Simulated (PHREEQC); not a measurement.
**Alkaline etch or developer: speciation**

Solution (65 °C): 0.12 mol/kgw KOH and 0.011 mol/kgw CO2. Closed to the air; pH follows from the charge balance.

All values are PHREEQC results (ion-association model, phreeqc.dat), not measurements.

Precipitation was switched off in this run.

### Question
What pH does the model give?

### Answer
pH 11.75.

### Question
In which forms is C present?

### Answer
CO3-2 99 %, HCO3- 1.0 % of the C.

Species that the database lacks are ignored. Constants without temperature data keep their 25 °C values here.
